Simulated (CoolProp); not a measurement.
CF4 (R14) along the isobar 6.39 MPa: fugacity coefficient from the reference equation and from simpler models built on Tc = 227.4 K, pc = 3.762 MPa, ω = 0.178; each cubic takes its own stable root.

Values from CoolProp's reference Helmholtz-energy equation of state, Platzer 1990. This equation is an older, rougher fit; its heat capacities, sound speeds and derivatives of the liquid may be far off and weren't checked against measurements.

```json
[
 {"T (K)": "182.4", "phase": "liquid", "reference": "0.1331", "Soave-Redlich-Kwong": "0.1360", "Peng-Robinson": "0.1298"},
 {"T (K)": "193.4", "phase": "liquid", "reference": "0.1936", "Soave-Redlich-Kwong": "0.1985", "Peng-Robinson": "___"},
 {"T (K)": "204.4", "phase": "liquid", "reference": "___", "Soave-Redlich-Kwong": "0.2730", "Peng-Robinson": "___"},
 {"T (K)": "215.3", "phase": "liquid", "reference": "0.3469", "Soave-Redlich-Kwong": "0.3560", "Peng-Robinson": "0.3388"},
 {"T (K)": "226.3", "phase": "liquid", "reference": "0.4343", "Soave-Redlich-Kwong": "___", "Peng-Robinson": "0.4230"},
 {"T (K)": "237.3", "phase": "supercritical", "reference": "0.5216", "Soave-Redlich-Kwong": "___", "Peng-Robinson": "0.5055"},
 {"T (K)": "248.2", "phase": "supercritical", "reference": "0.5982", "Soave-Redlich-Kwong": "0.6058", "Peng-Robinson": "___"},
 {"T (K)": "259.2", "phase": "supercritical", "reference": "0.6581", "Soave-Redlich-Kwong": "___", "Peng-Robinson": "0.6350"},
 {"T (K)": "270.2", "phase": "supercritical", "reference": "0.7051", "Soave-Redlich-Kwong": "0.7140", "Peng-Robinson": "0.6820"},
 {"T (K)": "281.2", "phase": "supercritical", "reference": "0.7437", "Soave-Redlich-Kwong": "0.7541", "Peng-Robinson": "0.7215"},
 {"T (K)": "292.1", "phase": "supercritical", "reference": "0.7762", "Soave-Redlich-Kwong": "0.7879", "Peng-Robinson": "0.7551"},
 {"T (K)": "303.1", "phase": "supercritical", "reference": "0.8045", "Soave-Redlich-Kwong": "0.8173", "Peng-Robinson": "0.7846"}
]
```

Question: Complete the blanks.

Answer: 
- 193.4, Peng-Robinson: 0.1890
- 204.4, reference: 0.2659
- 204.4, Peng-Robinson: 0.2598
- 226.3, Soave-Redlich-Kwong: 0.4443
- 237.3, Soave-Redlich-Kwong: 0.5307
- 248.2, Peng-Robinson: 0.5772
- 259.2, Soave-Redlich-Kwong: 0.6658
